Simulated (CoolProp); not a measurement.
The numbers come from the reference Helmholtz-energy equation of state, Akasaka 2015 in CoolProp.

Q: For R245fa, give the phase and the Z, cp (kJ/(kg K)), speed of sound (m/s), expansivity (1/kK) at 345.7 K and 0.214 MPa.

A: 
- 345.7 K and 0.214 MPa: gas; Z 0.956, cp 0.979, speed of sound 146, expansivity 3.43
